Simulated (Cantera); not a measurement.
Input (Python, Cantera) and output of one run.

```python
import numpy as np
import cantera as ct

gas_names = [...]  # 87 gases of nasa_gas.yaml made of C, H, Si
cond_names = """
    C(gr) C6H6(L) C7H8(L) C8H18(L),n-octa Si(cr) Si(L) SiC(b)
""".split()


# ... load() reads the species with a 1 bar reference pressure and builds the phases ...
atoms = {
    'SiH4': {'Si': 1, 'H': 4},
    'C2H2': {'C': 2, 'H': 2},
    'H2': {'H': 2},
}
top_T = {'C(gr)': 4500, 'SiC(b)': 3050}  # K; cautious upper limits of use, not melting points


# ... equilibrate(T, P, feed) seeds the gas with the atoms and calls Mixture.equilibrate('TP', solver="vcs", rtol=1e-11, max_steps=5000) ...
results = []
T = 2673  # K
P = 1333.22  # Pa
for m in [42, 82, 120, 160, 200, 240, 280, 320, 360, 400, 440, 480]:
    feed = {'SiH4': 1, 'C2H2': 0.89, 'H2': m}  # mol
    mix = equilibrate(T, P, feed)
    results.append((T, P, feed, dict(zip(mix.species_names, mix.species_moles))))
    x = sorted(zip(gas.X, gas.species_names), reverse=True)
    print(f"T = {T:g} K  P = {P:g} Pa  n(H2) = {m:g} mol  gas = {mix.phase_moles(0):.4g} mol")
    print("   x: " + "  ".join(f"{s} {v:.3e}" for v, s in x if v > 0.001))
    print("   condensed (mol): " + ("  ".join(f"{mix.phase(i).name} {mix.phase_moles(i):.4g}"
          for i in range(1, mix.n_phases) if mix.phase_moles(i) > 1e-12) or "none"))
```

Result:

```
T = 2673 K  P = 1333.22 Pa  n(H2) = 42 mol  gas = 55.65 mol
   x: H2 6.208e-01  H 3.498e-01  Si 1.326e-02  C2H2,acetylene 1.036e-02  SiC2 4.265e-03
   condensed (mol): none
T = 2673 K  P = 1333.22 Pa  n(H2) = 82 mol  gas = 104.3 mol
   x: H2 6.309e-01  H 3.526e-01  Si 7.863e-03  C2H2,acetylene 6.299e-03  SiC2 1.514e-03
   condensed (mol): none
T = 2673 K  P = 1333.22 Pa  n(H2) = 120 mol  gas = 150.5 mol
   x: H2 6.346e-01  H 3.536e-01  Si 5.704e-03  C2H2,acetylene 4.618e-03
   condensed (mol): none
T = 2673 K  P = 1333.22 Pa  n(H2) = 160 mol  gas = 199.2 mol
   x: H2 6.368e-01  H 3.542e-01  Si 4.432e-03  C2H2,acetylene 3.612e-03
   condensed (mol): none
T = 2673 K  P = 1333.22 Pa  n(H2) = 200 mol  gas = 247.9 mol
   x: H2 6.381e-01  H 3.546e-01  Si 3.627e-03  C2H2,acetylene 2.968e-03
   condensed (mol): none
T = 2673 K  P = 1333.22 Pa  n(H2) = 240 mol  gas = 296.5 mol
   x: H2 6.390e-01  H 3.549e-01  Si 3.071e-03  C2H2,acetylene 2.520e-03
   condensed (mol): none
T = 2673 K  P = 1333.22 Pa  n(H2) = 280 mol  gas = 345.2 mol
   x: H2 6.397e-01  H 3.550e-01  Si 2.663e-03  C2H2,acetylene 2.190e-03
   condensed (mol): none
T = 2673 K  P = 1333.22 Pa  n(H2) = 320 mol  gas = 393.9 mol
   x: H2 6.402e-01  H 3.552e-01  Si 2.351e-03  C2H2,acetylene 1.936e-03
   condensed (mol): none
T = 2673 K  P = 1333.22 Pa  n(H2) = 360 mol  gas = 442.5 mol
   x: H2 6.405e-01  H 3.553e-01  Si 2.105e-03  C2H2,acetylene 1.735e-03
   condensed (mol): none
T = 2673 K  P = 1333.22 Pa  n(H2) = 400 mol  gas = 491.2 mol
   x: H2 6.409e-01  H 3.554e-01  Si 1.905e-03  C2H2,acetylene 1.572e-03
   condensed (mol): none
T = 2673 K  P = 1333.22 Pa  n(H2) = 440 mol  gas = 539.9 mol
   x: H2 6.411e-01  H 3.554e-01  Si 1.740e-03  C2H2,acetylene 1.437e-03
   condensed (mol): none
T = 2673 K  P = 1333.22 Pa  n(H2) = 480 mol  gas = 588.5 mol
   x: H2 6.413e-01  H 3.555e-01  Si 1.602e-03  C2H2,acetylene 1.323e-03
   condensed (mol): none
```

These are equilibrium values from Cantera (NASA tables, ideal gas, pure condensed phases), not measurements of a reactor. Gases not in the tables: Si2H6 and higher silanes.
